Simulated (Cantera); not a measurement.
Charge: 1 mol SiH4, a varied amount of N2, held at 1073.15 K and 89000 Pa.

Equilibrium computed with Cantera from the NASA thermochemical tables; the gas is ideal and each condensed phase is pure. Candidate condensed phases: Si, Si3N4; 18 gas species. N2 is the only nitrogen source here; it is nearly inert below about 1500 K, so the nitride shown seldom forms there in practice. Mutual solubility and eutectic melting of coexisting phases are not modelled. The numbers say what is thermodynamically allowed, not how fast it happens.

**Question.** Which condensed phases are stable at each of these points (n(N2) (mol)): 0.63, 0.98, 1.5, 2.4, 3.7, 5.8, 9, 14, 22, 34, 53, 83?

**Answer.** 
```
n(N2) (mol)  condensed phases  Si condensed (%)
-----------  ----------------  ----------------
0.63         Si(s) + Si3N4(s)             100.0
0.98                 Si3N4(s)             100.0
1.5                  Si3N4(s)             100.0
2.4                  Si3N4(s)             100.0
3.7                  Si3N4(s)             100.0
5.8                  Si3N4(s)             100.0
9                    Si3N4(s)             100.0
14                   Si3N4(s)             100.0
22                   Si3N4(s)             100.0
34                   Si3N4(s)             100.0
53                   Si3N4(s)             100.0
83                   Si3N4(s)             100.0
```

At 0.63 mol N2 the condensed part is Si(s) + Si3N4(s). From 0.98 mol N2 to 83 mol N2 the condensed part is Si3N4(s).
